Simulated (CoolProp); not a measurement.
Methane at 451.83 K and 0.355 MPa flows at 0.16 m/s in a round tube of 20 mm bore and 1.5 µm roughness, fully developed (64/Re and Nu = 3.66 if laminar; Colebrook and Gnielinski if turbulent). Each further row changes one setting.

Computed with CoolProp (reference Helmholtz-energy equation of state, Setzmann 1991).

| case | Reynolds number | Darcy friction factor | pressure drop (Pa/m) | heat-transfer coefficient (W/(m² K)) | mass flow (kg/h) |
|---|---|---|---|---|---|
| as stated | ___ | 0.207 | 0.201 | 10.9 | 0.275 |
| velocity 0.32 m/s | 618 | 0.104 | ___ | 10.9 | ___ |
| diameter 40 mm | 618 | 0.104 | ___ | ___ | ___ |

Question: Complete the blanks.

Answer: 
- as stated, Reynolds number: 309
- velocity 0.32 m/s, pressure drop (Pa/m): 0.402
- velocity 0.32 m/s, mass flow (kg/h): 0.549
- diameter 40 mm, pressure drop (Pa/m): 0.0503
- diameter 40 mm, heat-transfer coefficient (W/(m² K)): 5.43
- diameter 40 mm, mass flow (kg/h): 1.10

Viscosity comes from a separate model (Quiñones-Cisneros 2006). Thermal conductivity comes from a separate model (Friend 1989).
